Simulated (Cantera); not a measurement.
Feed: 1 mol SiHCl₃, 7 mol NH₃, at 0.000210 bar.

Cantera equilibrium calculation (NASA polynomials, part measured and part estimated; ideal gas, pure solids and liquids). Candidate condensed phases: NH₄Cl, Si, Si₃N₄; 28 gas species. Kinetics and transport are ignored.

Problem. What share of the Si ends up in condensed phases as a function of T (°C), at 700, 750, 800, 850, 900, 950, 1000, 1050, 1100, 1150, 1200, 1250, 1300?

Solution. 
```tsv
T (°C)	Si condensed (%)	as
700	99.6	Si₃N₄(s)
750	99.7	Si₃N₄(s)
800	99.6	Si₃N₄(s)
850	99.4	Si₃N₄(s)
900	98.7	Si₃N₄(s)
950	96.8	Si₃N₄(s)
1000	92.3	Si₃N₄(s)
1050	83.4	Si₃N₄(s)
1100	69.7	Si₃N₄(s)
1150	52.5	Si₃N₄(s)
1200	34.5	Si₃N₄(s)
1250	25.9	Si(s)
1300	24.7	Si(s)
```
